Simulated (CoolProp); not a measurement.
Saturation properties of the fluoroketone C6F12O (FK-5-1-12) (Tc = 441.8 K, pc = 1.869 MPa, ω = 0.471).

Values from CoolProp's reference Helmholtz-energy equation of state, McLinden 2015.

```
T (K)   p (MPa)  liquid density (kg/m³)  vapour density (kg/m³)  enthalpy of vaporisation (kJ/kg)  liquid cp (kJ/(kg K))
-----  --------  ----------------------  ----------------------  --------------------------------  ---------------------
247.9  0.002774                    1746                  0.4274                             108.3                  1.090
260.5  0.006150                    1711                  0.9050                             104.9                  1.089
273.1   0.01243                    1675                   1.755                             101.6                  1.091
285.7   0.02324                    1639                   3.163                             98.23                  1.096
298.4   0.04083                    1601                   5.383                             94.77                  1.102
311     0.06750                    1563                   8.669                             91.23                  1.112
323.6    0.1063                    1522                   13.38                             87.53                  1.123
336.2    0.1607                    1480                   19.95                             83.63                  1.137
348.8    0.2344                    1435                   28.91                             79.47                  1.154
361.4    0.3316                    1387                   40.97                             74.97                  1.175
374      0.4567                    1335                   57.08                             70.03                  1.200
386.6    0.6147                    1278                   78.68                             64.49                  1.234
399.2    0.8112                    1213                   108.1                             58.14                  1.282
411.8     1.053                    1137                   149.6                             50.54                  1.359
```

It boils at 322.2 K under 1 atm.
